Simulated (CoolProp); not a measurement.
Dimethyl carbonate along the isotherm 532.8 K: Z from the reference equation and from simpler models built on Tc = 557.0 K, pc = 4.909 MPa, ω = 0.346; each cubic takes its own stable root.

The numbers come from the reference Helmholtz-energy equation of state, Zhou 2011 in CoolProp.

```tsv
p (MPa)	phase	reference	Redlich-Kwong	Peng-Robinson
0.92	gas	0.9212	0.9235	0.9139
1.84	gas	0.8300	0.8366	0.8168
2.76	gas	0.7150	0.7316	0.6995
3.68	liquid	0.1171	0.5797	0.1327
4.6	liquid	0.1426	0.1863	0.1572
5.52	liquid	0.1678	0.2123	0.1816
6.44	liquid	0.1925	0.2386	0.2057
7.36	liquid	0.2170	0.2648	0.2294
```

At some of these states Redlich-Kwong gives the other phase, because its saturation line lies elsewhere.
